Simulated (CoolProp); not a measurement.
Properties of isohexane along the isotherm 550 K (Tc = 497.7 K, pc = 3043 kPa, ω = 0.280).

Model: reference Helmholtz-energy equation of state, Lemmon 2006, in CoolProp. It is a short technical equation, of lower accuracy than the large ones.

| p (kPa) | phase | Joule-Thomson coefficient (K/MPa) | isothermal compressibility (1/MPa) |
|---|---|---|---|
| 304 | gas | 5.643 | 3.374 |
| 609 | gas | 5.869 | 1.732 |
| 913 | gas | 6.111 | 1.191 |
| 1220 | gas | 6.375 | 0.9220 |
| 1520 | gas | 6.654 | 0.7675 |
| 1830 | gas | 6.963 | 0.6646 |
| 2130 | gas | 7.284 | 0.5969 |
| 2430 | gas | 7.624 | 0.5495 |
| 2740 | gas | 7.991 | 0.5153 |
| 3040 | gas | 8.351 | 0.4927 |
| 3350 | supercritical | 8.714 | 0.4776 |
| 3650 | supercritical | 9.030 | 0.4690 |
| 3960 | supercritical | 9.281 | 0.4644 |
| 4260 | supercritical | 9.394 | 0.4613 |
| 4560 | supercritical | 9.296 | 0.4539 |
